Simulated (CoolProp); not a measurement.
The fluoroketone C6F12O (FK-5-1-12) along the isotherm 468.8 K: fugacity coefficient from the reference equation and from simpler models built on Tc = 441.8 K, pc = 1.869 MPa, ω = 0.471; each cubic takes its own stable root.

Computed with CoolProp (reference Helmholtz-energy equation of state, McLinden 2015).

```tsv
p (MPa)	phase	reference	van der Waals	Redlich-Kwong	Soave-Redlich-Kwong	Peng-Robinson
0.0296	gas	0.9956	0.9959	0.9955	0.9957	0.9951
0.0526	gas	0.9921	0.9928	0.9919	0.9924	0.9914
0.0935	gas	0.9860	0.9872	0.9857	0.9865	0.9847
0.166	gas	0.9753	0.9772	0.9747	0.9760	0.9729
0.296	gas	0.9561	0.9595	0.9550	0.9574	0.9520
0.526	gas	0.9228	0.9282	0.9206	0.9249	0.9157
0.935	gas	0.8648	0.8727	0.8606	0.8683	0.8532
1.66	gas	0.7647	0.7735	0.7565	0.7707	0.7481
2.96	supercritical	0.5886	0.5832	0.5719	0.6032	0.5757
5.26	supercritical	0.4111	0.4288	0.4063	0.4374	0.4088
9.35	supercritical	0.3159	0.3626	0.3190	0.3474	0.3143
```
